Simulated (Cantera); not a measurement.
Standard-state values (1 bar) from the NASA 1993 polynomials, evaluated with Cantera. Values are per mole of reaction as written; species without (g) are pure solids or liquids, kept so even where they would boil at 1 bar.

N₂O(g) + Li₂O → 2 Li(g) + 2 NO(g), with ΔH° = 1018.2 kJ and ΔS° = 441.2 J/K at 300 K.

Problem. How far is the shortcut ΔG° ≈ ΔH°(300 K) − T·ΔS°(300 K) from the full temperature-dependent value at 573, 723, 873, 1023, 1173, 1323, 1473, 1623 K?

Solution. 
```
T (K)  shortcut (kJ)  full (kJ)  difference (kJ)  difference in log10 K
-----  -------------  ---------  ---------------  ---------------------
573            765.5      765.6             -0.2                   0.02
723            699.3      700.4             -1.1                   0.08
873            633.1      635.8             -2.7                   0.16
1023           566.9      571.6             -4.6                   0.24
1173           500.8      508.4             -7.7                   0.34
1323           434.6      446.0            -11.4                   0.45
1473           368.4      384.3            -15.8                   0.56
1623           302.2      323.1            -20.9                   0.67
```
The shortcut ignores the heat-capacity change of the reaction.
